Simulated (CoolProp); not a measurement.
C2F6 (R116) along the isotherm 178.1 K: Z from the reference equation and from simpler models built on Tc = 293.0 K, pc = 3.048 MPa, ω = 0.257; each cubic takes its own stable root.

Values from CoolProp's reference Helmholtz-energy equation of state, Lemmon 2006. It is a short technical equation, of lower accuracy than the large ones.

```tsv
p (MPa)	phase	reference
0.0964	liquid	0.005355
0.141	liquid	0.007832
0.208	liquid	0.01155
0.305	liquid	0.01694
0.447	liquid	0.02481
0.657	liquid	0.03645
0.964	liquid	0.05345
1.41	liquid	0.07810
2.08	liquid	0.1151
3.05	liquid	0.1684
```

Task: How far does each simpler model (van der Waals, Redlich-Kwong, Soave-Redlich-Kwong, Peng-Robinson) lie from the reference over these 10 states: mean and median of the absolute difference, and the worst?

Result: 
- van der Waals: mean 3846.3 %, median 58.3 %, worst +18004.6 % at 178.1 K and 0.0964 MPa
- Redlich-Kwong: mean 7.6 %, median 7.7 %, worst +7.8 % at 178.1 K and 0.0964 MPa
- Soave-Redlich-Kwong: mean 4.4 %, median 4.4 %, worst +4.5 % at 178.1 K and 0.0964 MPa
- Peng-Robinson: mean 7.5 %, median 7.5 %, worst -7.5 % at 178.1 K and 3.05 MPa

At some of these states van der Waals gives the other phase, because its saturation line lies elsewhere.
